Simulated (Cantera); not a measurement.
Charge: 1 mol CF4, a varied amount of CH4, equilibrated at 2600 Pa.

Points: T (K) = 2948, 2998, 3048, 3098, 3148, 3198, 3248, 3298, 3348; n(CH4) (mol) = 0.014, 0.02, 0.03, 0.044, 0.065, 0.096, 0.14, 0.21, 0.31, 0.45, 0.67, 0.99, 1.5.

Cantera's Mixture.equilibrate('TP', solver="vcs", rtol=1e-11, max_steps=5000) on the NASA tables stopped like this:

```
ERROR: FAILURE its = 5001!

*******************************************************************************
CanteraError thrown by MultiPhase::equilibrate:
VCS solver failed. Return code: -1
*******************************************************************************
```

Problem. What got this run through?

Solution. Several could match; the one computed here: The failure is numerical, not chemical. The same input converged with solver="gibbs", rtol=1e-10, max_steps=50000, and the result passed a check of the equilibrium conditions:
```
   2948      0.014  C(gr)
   2948       0.02  C(gr)
   2948       0.03  C(gr)
   2948      0.044  C(gr)
   2948      0.065  C(gr)
   2948      0.096  C(gr)
   2948       0.14  C(gr)
   2948       0.21  C(gr)
   2948       0.31  C(gr)
   2948       0.45  C(gr)
   2948       0.67  C(gr)
   2948       0.99  C(gr)
   2948        1.5  C(gr)
   2998      0.014  C(gr)
   2998       0.02  C(gr)
   2998       0.03  C(gr)
   2998      0.044  C(gr)
   2998      0.065  C(gr)
   2998      0.096  C(gr)
   2998       0.14  C(gr)
   2998       0.21  C(gr)
   2998       0.31  C(gr)
   2998       0.45  C(gr)
   2998       0.67  C(gr)
   2998       0.99  C(gr)
   2998        1.5  C(gr)
   3048      0.014  C(gr)
   3048       0.02  C(gr)
   3048       0.03  C(gr)
   3048      0.044  C(gr)
   3048      0.065  C(gr)
   3048      0.096  C(gr)
   3048       0.14  C(gr)
   3048       0.21  C(gr)
   3048       0.31  C(gr)
   3048       0.45  C(gr)
   3048       0.67  C(gr)
   3048       0.99  C(gr)
   3048        1.5  C(gr)
   3098      0.014  gas only
   3098       0.02  gas only
   3098       0.03  gas only
   3098      0.044  gas only
   3098      0.065  gas only
   3098      0.096  C(gr)
   3098       0.14  C(gr)
   3098       0.21  C(gr)
   3098       0.31  C(gr)
   3098       0.45  C(gr)
   3098       0.67  C(gr)
   3098       0.99  C(gr)
   3098        1.5  C(gr)
   3148      0.014  gas only
   3148       0.02  gas only
   3148       0.03  gas only
   3148      0.044  gas only
   3148      0.065  gas only
   3148      0.096  gas only
   3148       0.14  gas only
   3148       0.21  gas only
   3148       0.31  C(gr)
   3148       0.45  C(gr)
   3148       0.67  C(gr)
   3148       0.99  C(gr)
   3148        1.5  C(gr)
   3198      0.014  gas only
   3198       0.02  gas only
   3198       0.03  gas only
   3198      0.044  gas only
   3198      0.065  gas only
   3198      0.096  gas only
   3198       0.14  gas only
   3198       0.21  gas only
   3198       0.31  gas only
   3198       0.45  gas only
   3198       0.67  gas only
   3198       0.99  C(gr)
   3198        1.5  C(gr)
   3248      0.014  gas only
   3248       0.02  gas only
   3248       0.03  gas only
   3248      0.044  gas only
   3248      0.065  gas only
   3248      0.096  gas only
   3248       0.14  gas only
   3248       0.21  gas only
   3248       0.31  gas only
   3248       0.45  gas only
   3248       0.67  gas only
   3248       0.99  gas only
   3248        1.5  gas only
   3298      0.014  gas only
   3298       0.02  gas only
   3298       0.03  gas only
   3298      0.044  gas only
   3298      0.065  gas only
   3298      0.096  gas only
   3298       0.14  gas only
   3298       0.21  gas only
   3298       0.31  gas only
   3298       0.45  gas only
   3298       0.67  gas only
   3298       0.99  gas only
   3298        1.5  gas only
   3348      0.014  gas only
   3348       0.02  gas only
   3348       0.03  gas only
   3348      0.044  gas only
   3348      0.065  gas only
   3348      0.096  gas only
   3348       0.14  gas only
   3348       0.21  gas only
   3348       0.31  gas only
   3348       0.45  gas only
   3348       0.67  gas only
   3348       0.99  gas only
   3348        1.5  gas only
```

The gas is ideal and each condensed phase is pure.
